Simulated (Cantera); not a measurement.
**Silicon oxide and oxynitride deposition: TEOS + CO₂**

A closed system holds: 1 mol TEOS, 2.8 mol CO₂, held at 2000 Pa.

Equilibrium computed with Cantera from the NASA thermochemical tables; the gas is ideal and each condensed phase is pure. Candidate condensed phases: C, C₆H₆, C₇H₈, C₈H₁₈, H₂O, Si, SiC, SiO₂; 123 gas species. The feed counts by its element totals alone. The tables hold silica as quartz up to 1696 K and as liquid above; real silica turns to tridymite and cristobalite and melts near 1996 K. Equilibrium is a limit: real reactors are often held back by kinetics, nucleation or transport.

| T (K) | x H₂ | x CO | x H | x SiO | x H₂O | n C(graphite) | n SiO₂(β-quartz) | n SiC(s) |
|---|---|---|---|---|---|---|---|---|
| 1048 | 0.568 | 0.430 | 4.12e-8 | <1e-12 | 0.000913 | 3.22 | 1.00 | 0 |
| 1123 | 0.568 | 0.431 | 2.27e-7 | 6.30e-11 | 0.000323 | 3.21 | 1.00 | 0 |
| 1198 | 0.568 | 0.432 | 1.01e-6 | 6.19e-9 | 0.000130 | 3.20 | 1.00 | 0 |
| 1273 | 0.568 | 0.432 | 3.80e-6 | 3.51e-7 | 5.84e-5 | 3.20 | 1.000 | 0 |
| 1348 | 0.568 | 0.432 | 1.23e-5 | 1.26e-5 | 2.86e-5 | 3.20 | 1.000 | 0 |
| 1423 | 0.568 | 0.432 | 3.54e-5 | 0.000306 | 1.51e-5 | 3.19 | 0.995 | 0 |
| 1498 | 0.510 | 0.489 | 8.68e-5 | 0.000950 | 8.69e-6 | 0.237 | 0 | 0.981 |
| 1573 | 0.510 | 0.488 | 0.000205 | 0.00128 | 5.18e-6 | 0.250 | 0 | 0.975 |
| 1648 | 0.510 | 0.488 | 0.000450 | 0.00168 | 3.24e-6 | 0.265 | 0 | 0.967 |
| 1723 | 0.509 | 0.487 | 0.000920 | 0.00215 | 2.11e-6 | 0.282 | 0 | 0.958 |
| 1798 | 0.509 | 0.487 | 0.00178 | 0.00269 | 1.43e-6 | 0.302 | 0 | 0.947 |
| 1873 | 0.508 | 0.486 | 0.00325 | 0.00330 | 9.93e-7 | 0.324 | 0 | 0.935 |
| 1948 | 0.506 | 0.484 | 0.00568 | 0.00399 | 7.10e-7 | 0.347 | 0 | 0.920 |
x: gas mole fraction; n: condensed amount in mol.

From 1048 K to 1423 K the condensed part is C(graphite) + SiO₂(β-quartz). From 1498 K to 1948 K the condensed part is C(graphite) + SiC(s).
